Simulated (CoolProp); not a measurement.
Vapour-liquid equilibrium of R143a (1) + isobutene (2) at 0.436 bar; x and y are mole fractions of (1).

The numbers come from the multi-fluid Helmholtz-energy mixture model, Lemmon and Jacobsen 2000 and Lemmon 2005; pair parameters Bell 2016 in CoolProp.

```json
[
 {"x": "0.05", "bubble temperature (K)": "233.9", "y at the bubble point": "0.483", "dew temperature at overall composition x (K)": "245.4", "liquid density (mol/L)": "11.86"},
 {"x": "0.125", "bubble temperature (K)": "224.5", "y at the bubble point": "0.708", "dew temperature at overall composition x (K)": "243.7", "liquid density (mol/L)": "12.15"},
 {"x": "0.2", "bubble temperature (K)": "220.0", "y at the bubble point": "0.788", "dew temperature at overall composition x (K)": "242.0", "liquid density (mol/L)": "12.36"},
 {"x": "0.275", "bubble temperature (K)": "217.5", "y at the bubble point": "0.826", "dew temperature at overall composition x (K)": "240.1", "liquid density (mol/L)": "12.53"},
 {"x": "0.35", "bubble temperature (K)": "216.0", "y at the bubble point": "0.848", "dew temperature at overall composition x (K)": "238.0", "liquid density (mol/L)": "12.70"},
 {"x": "0.425", "bubble temperature (K)": "214.9", "y at the bubble point": "0.864", "dew temperature at overall composition x (K)": "235.7", "liquid density (mol/L)": "12.86"},
 {"x": "0.5", "bubble temperature (K)": "214.1", "y at the bubble point": "0.876", "dew temperature at overall composition x (K)": "233.3", "liquid density (mol/L)": "13.02"},
 {"x": "0.575", "bubble temperature (K)": "213.5", "y at the bubble point": "0.888", "dew temperature at overall composition x (K)": "230.5", "liquid density (mol/L)": "13.19"},
 {"x": "0.65", "bubble temperature (K)": "212.8", "y at the bubble point": "0.900", "dew temperature at overall composition x (K)": "227.3", "liquid density (mol/L)": "13.37"},
 {"x": "0.725", "bubble temperature (K)": "212.1", "y at the bubble point": "0.914", "dew temperature at overall composition x (K)": "223.6", "liquid density (mol/L)": "13.57"},
 {"x": "0.8", "bubble temperature (K)": "211.5", "y at the bubble point": "0.930", "dew temperature at overall composition x (K)": "219.2", "liquid density (mol/L)": "13.77"},
 {"x": "0.875", "bubble temperature (K)": "210.8", "y at the bubble point": "0.951", "dew temperature at overall composition x (K)": "214.2", "liquid density (mol/L)": "13.99"},
 {"x": "0.95", "bubble temperature (K)": "210.1", "y at the bubble point": "0.978", "dew temperature at overall composition x (K)": "210.8", "liquid density (mol/L)": "14.23"}
]
```

No azeotrope shows between x = 0.05 and 0.95.

Pair parameters are fitted to limited data, so mixtures are less certain than the pure fluids. With so large a gap from Raoult's law the liquid may split in two, which this calculation doesn't test in full.
